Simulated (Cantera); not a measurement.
What does this Cantera script print?

```python
import numpy as np
import cantera as ct

gas_names = """
    CL CL2 N N2 Si SiCL SiCL2 SiCL3 SiCL4 SiN Si2 Si2N Si3
""".split()
cond_names = """
    Si(cr) Si(L) Si3N4(a)
""".split()


def load(file, names, dense=False):
    # The tables refer to 1 bar. Condensed volumes are neglected.
    table = {s.name: s for s in ct.Species.list_from_file(file)}
    out = []
    for n in names:
        d = dict(table[n].input_data)
        d["thermo"] = dict(d["thermo"], **{"reference-pressure": 1e5})
        if dense:
            d["equation-of-state"] = {"model": "constant-volume", "density": "1e6 g/cm^3"}
        out.append(ct.Species.from_dict(d))
    return out


gas = ct.Solution(thermo="ideal-gas", species=load("nasa_gas.yaml", gas_names))
cond = {s.name: ct.Solution(thermo="fixed-stoichiometry", species=[s], name=s.name)
        for s in load("nasa_condensed.yaml", cond_names, dense=True)}
atoms = {
    'Si': {'Si': 1},
    'Cl2': {'CL': 2},
    'N2': {'N': 2},
}
top_T = {'Si3N4(a)': 2400}  # K; cautious upper limits of use, not melting points


def equilibrate(T, P, feed):
    n = {}
    for name, mol in feed.items():
        for a, k in atoms[name].items():
            n[a] = n.get(a, 0.0) + k * mol
    gas.TPX = T, P, n
    mass = sum(n.values()) * gas.mean_molecular_weight
    gas.equilibrate("TP")
    valid = [c for c in cond.values() if c.min_temp <= T <= top_T.get(c.name, c.max_temp)]
    mix = ct.Mixture([(gas, mass / gas.mean_molecular_weight)] + [(c, 0.0) for c in valid])
    mix.T, mix.P = T, P
    mix.equilibrate("TP", solver="vcs", rtol=1e-11, max_steps=5000)
    return mix


results = []
T = 1248  # K
P = 13332.2  # Pa
for m in [0.83, 1, 1.2, 1.5, 1.8, 2.2, 2.7, 3.3, 4, 4.9, 5.9]:
    feed = {'Si': 1, 'Cl2': m, 'N2': 70}  # mol
    mix = equilibrate(T, P, feed)
    results.append((T, P, feed, dict(zip(mix.species_names, mix.species_moles))))
    x = sorted(zip(gas.X, gas.species_names), reverse=True)
    print(f"T = {T:g} K  P = {P:g} Pa  n(Cl2) = {m:g} mol  gas = {mix.phase_moles(0):.4g} mol")
    print("   x: " + "  ".join(f"{s} {v:.3e}" for v, s in x if v > 1e-06))
    print("   condensed (mol): " + ("  ".join(f"{mix.phase(i).name} {mix.phase_moles(i):.4g}"
          for i in range(1, mix.n_phases) if mix.phase_moles(i) > 1e-12) or "none"))
```

Output:

```
T = 1248 K  P = 13332.2 Pa  n(Cl2) = 0.83 mol  gas = 70.04 mol
   x: N2 9.940e-01  SiCL4 5.720e-03  SiCL3 2.295e-04  SiCL2 6.643e-05
   condensed (mol): Si3N4(a) 0.1929
T = 1248 K  P = 13332.2 Pa  n(Cl2) = 1 mol  gas = 70.18 mol
   x: N2 9.928e-01  SiCL4 6.890e-03  SiCL3 2.639e-04  SiCL2 7.293e-05
   condensed (mol): Si3N4(a) 0.1643
T = 1248 K  P = 13332.2 Pa  n(Cl2) = 1.2 mol  gas = 70.35 mol
   x: N2 9.914e-01  SiCL4 8.262e-03  SiCL3 3.025e-04  SiCL2 7.990e-05
   condensed (mol): Si3N4(a) 0.1306
T = 1248 K  P = 13332.2 Pa  n(Cl2) = 1.5 mol  gas = 70.6 mol
   x: N2 9.892e-01  SiCL4 1.031e-02  SiCL3 3.573e-04  SiCL2 8.932e-05
   condensed (mol): Si3N4(a) 0.08018
T = 1248 K  P = 13332.2 Pa  n(Cl2) = 1.8 mol  gas = 70.85 mol
   x: N2 9.871e-01  SiCL4 1.235e-02  SiCL3 4.091e-04  SiCL2 9.782e-05
   condensed (mol): Si3N4(a) 0.02977
T = 1248 K  P = 13332.2 Pa  n(Cl2) = 2.2 mol  gas = 71.24 mol
   x: N2 9.827e-01  SiCL4 1.404e-02  CL2 2.305e-03  CL 1.006e-03
   condensed (mol): none
T = 1248 K  P = 13332.2 Pa  n(Cl2) = 2.7 mol  gas = 71.77 mol
   x: N2 9.753e-01  SiCL4 1.393e-02  CL2 8.772e-03  CL 1.963e-03
   condensed (mol): none
T = 1248 K  P = 13332.2 Pa  n(Cl2) = 3.3 mol  gas = 72.4 mol
   x: N2 9.669e-01  CL2 1.661e-02  SiCL4 1.381e-02  CL 2.701e-03
   condensed (mol): none
T = 1248 K  P = 13332.2 Pa  n(Cl2) = 4 mol  gas = 73.12 mol
   x: N2 9.573e-01  CL2 2.567e-02  SiCL4 1.368e-02  CL 3.359e-03
   condensed (mol): none
T = 1248 K  P = 13332.2 Pa  n(Cl2) = 4.9 mol  gas = 74.05 mol
   x: N2 9.453e-01  CL2 3.714e-02  SiCL4 1.350e-02  CL 4.040e-03
   condensed (mol): none
T = 1248 K  P = 13332.2 Pa  n(Cl2) = 5.9 mol  gas = 75.08 mol
   x: N2 9.324e-01  CL2 4.961e-02  SiCL4 1.332e-02  CL 4.669e-03
   condensed (mol): none
```

Equilibrium computed with Cantera from the NASA thermochemical tables; the gas is ideal and each condensed phase is pure. N2 is the only nitrogen source here; it is nearly inert below about 1500 K, so the nitride shown seldom forms there in practice. The tables' values for SiCl3 are old estimates; treat these amounts as uncertain.
